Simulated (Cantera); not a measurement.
Cantera run:

```python
import numpy as np
import cantera as ct

gas_names = """
    O2 CO
""".split()
cond_names = """
    Ta(cr) TaC(s) Ta2O5(s)
""".split()


# ... load() reads the species with a 1 bar reference pressure and builds the phases ...
species = {s.name: s for s in load("nasa_gas.yaml", gas_names) + load("nasa_condensed.yaml", cond_names)}
T = 775
g = {n: (s.thermo.h(T) - T * s.thermo.s(T)) / (ct.gas_constant * T * np.log(10)) for n, s in species.items()}
valid = cond_names  # the entries whose range holds T


def stable(la, lb):
    # potentials (over RT ln 10) of the two non-metals from log10 p(O2) and log10 p(CO) in bar
    mu = {}
    mu["O"] = (g["O2"] + la) / 2
    mu["C"] = (g["CO"] + lb - 1 * mu["O"]) / 1
    cost = {}
    for n in valid:
        c = species[n].composition
        cost[n] = (g[n] - sum(c.get(e, 0) * m for e, m in mu.items())) / c["Ta"]
    return min(cost, key=cost.get)


results = []
for lb in [1, -2, -5, -8, -11, -14, -17, -20, -23]:
    row = [stable(la, lb) for la in [-46, -43.8, -41.5, -39.3, -37, -34.8, -32.6, -30.3, -28.1, -25.9, -23.6, -21.4, -19.1, -16.9, -14.7, -12.4, -10.2, -8, -5.7, -3.5, -1.2, 1]]
    results.append(row)
    print(f"{lb:6.1f}  " + " ".join(f"{valid.index(n):x}" for n in row))
print("key: " + ", ".join(f"{i:x} {n}" for i, n in enumerate(valid)))
```

Result:

```
   1.0  1 1 1 1 1 1 2 2 2 2 2 2 2 2 2 2 2 2 2 2 2 2
  -2.0  1 1 1 1 1 2 2 2 2 2 2 2 2 2 2 2 2 2 2 2 2 2
  -5.0  1 1 1 1 2 2 2 2 2 2 2 2 2 2 2 2 2 2 2 2 2 2
  -8.0  1 1 1 1 2 2 2 2 2 2 2 2 2 2 2 2 2 2 2 2 2 2
 -11.0  1 1 1 2 2 2 2 2 2 2 2 2 2 2 2 2 2 2 2 2 2 2
 -14.0  1 1 2 2 2 2 2 2 2 2 2 2 2 2 2 2 2 2 2 2 2 2
 -17.0  1 2 2 2 2 2 2 2 2 2 2 2 2 2 2 2 2 2 2 2 2 2
 -20.0  1 2 2 2 2 2 2 2 2 2 2 2 2 2 2 2 2 2 2 2 2 2
 -23.0  0 2 2 2 2 2 2 2 2 2 2 2 2 2 2 2 2 2 2 2 2 2
key: 0 Ta(cr), 1 TaC(s), 2 Ta2O5(s)
```

Standard-state values (1 bar) from the NASA 1993 polynomials, evaluated with Cantera. TaC: taken at fixed stoichiometry. Not in the tables: Ta2C. Part of the grid cannot be reached: there another gas would pass 10 bar, or a non-metal would condense.
